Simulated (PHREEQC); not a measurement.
Dissolve 0.087 mol HF, 0.00077 mol NaF, 0.00013 mol (NH4)2SiF6 and 0.00024 mol H2SO4 per kg of water at 25 °C. Closed to the air; pH follows from the charge balance.

Equilibrium calculation in PHREEQC: ion-association model, wateq4f.dat.

Each row changes one thing in this solution. This is a speciation only: nothing precipitates in the calculation.

```csv
case,pH,ionic strength (mol/kgw),HF (mol/kgw),H2F2 (mol/kgw),F- (mol/kgw),HF2- (mol/kgw),SI of Quartz (SiO2)
as made,2.16,0.00882,0.0598,0.00933,0.00641,0.00147,-8.18
H2SO4 from 0.00024 to 0.000216 mol/kgw,2.16,0.00879,0.0597,0.00932,0.00642,0.00147,-8.19
temperature from 25 to 40 °C,2.19,0.00827,0.0658,0.00649,0.00576,?,-7.42
H2SO4 left out,2.17,0.00845,0.0596,0.00928,?,0.00150,-8.20
HF from 0.087 to 0.87 mol/kgw,1.66,0.0260,0.314,0.259,0.0114,?,-11.62
temperature from 25 to 35 °C,2.18,0.00847,0.0639,0.00738,0.00597,0.00157,-7.68
0.0078 mol/kgw KBr added,2.16,0.0168,0.0596,0.00929,0.00658,0.00151,-8.23
temperature from 25 to 85 °C,2.35,0.00606,0.0783,0.00147,0.00394,0.00130,-4.90
```

Task: Fill in the missing entries.

Result: 
- temperature from 25 to 40 °C, HF2- (mol/kgw): 0.00159
- H2SO4 left out, F- (mol/kgw): 0.00656
- HF from 0.087 to 0.87 mol/kgw, HF2- (mol/kgw): 0.0138

Complexes and solids missing from the database can't appear. wateq4f.dat counts part of the HF as a dimer, H2F2, which phreeqc.dat doesn't know; its constant is uncertain. At this temperature some constants are extrapolated from 25 °C, and those without enthalpy data are left unchanged. SiF6-2 is the database's only silicon fluoride.
